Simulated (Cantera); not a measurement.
Cantera run, input and output.

```python
import numpy as np
import cantera as ct

gas = ct.Solution("gri30.yaml")
gas.TPX = 1925, 100000, {'C2H4': 1, 'H2': 6.5}
inlet = ct.Reservoir(gas, clone=True)

reactor = ct.IdealGasConstPressureReactor(gas, energy="off", clone=False)
exhaust = ct.Reservoir(gas, clone=True)
tau = [4.8, 1.1, 0.27, 0.064, 0.015, 0.0036, 0.00084][0]
for a, b in ((inlet, reactor), (reactor, exhaust)):
    ct.MassFlowController(a, b, mdot=lambda t: reactor.mass / tau)
net = ct.ReactorNet([reactor])
show = ['C2H4', 'H2', 'C2H', 'C2H2', 'C2H6']

rows = []
print(f"{'tau/s':>10s}{'T/K':>9s}" + "".join(f"{s:>11s}" for s in show))
for tau in [4.8, 1.1, 0.27, 0.064, 0.015, 0.0036, 0.00084]:
    net.initial_time = 0.0
    net.advance(30 * tau)
    before = gas.X
    net.advance(40 * tau)
    drift = np.max(np.abs(gas.X - before) / (gas.X + 1e-9))
    rows.append([gas.T, *gas[show].X, drift])
    print(f"{tau:10.3e}{gas.T:9.1f}" + "".join(f"{x:11.3e}" for x in gas[show].X))
```

Result:

```
     tau/s      T/K       C2H4         H2        C2H       C2H2       C2H6
 4.800e+00   1925.0  1.037e-03  8.772e-01  1.680e-06  1.140e-01  6.359e-07
 1.100e+00   1925.0  1.040e-03  8.772e-01  1.680e-06  1.141e-01  6.294e-07
 2.700e-01   1925.0  1.055e-03  8.773e-01  1.678e-06  1.141e-01  6.051e-07
 6.400e-02   1925.0  1.119e-03  8.779e-01  1.669e-06  1.144e-01  5.234e-07
 1.500e-02   1925.0  1.401e-03  8.792e-01  1.601e-06  1.150e-01  4.014e-07
 3.600e-03   1925.0  2.849e-03  8.805e-01  1.253e-06  1.145e-01  5.777e-07
 8.400e-04   1925.0  1.218e-02  8.801e-01  6.567e-07  1.066e-01  1.773e-06
```

Computed with Cantera and GRI-Mech 3.0 (53 species, 325 reactions). GRI-Mech 3.0 was tuned for natural gas; its chemistry of ethylene as a main component is partial and can be far from experiment. GRI-Mech 3.0 stops at C3 and has no aromatics, soot or wall deposition, so with more carbon than oxygen in the feed, carbon stays in small species such as C2H2 where larger ones or solid carbon would form.
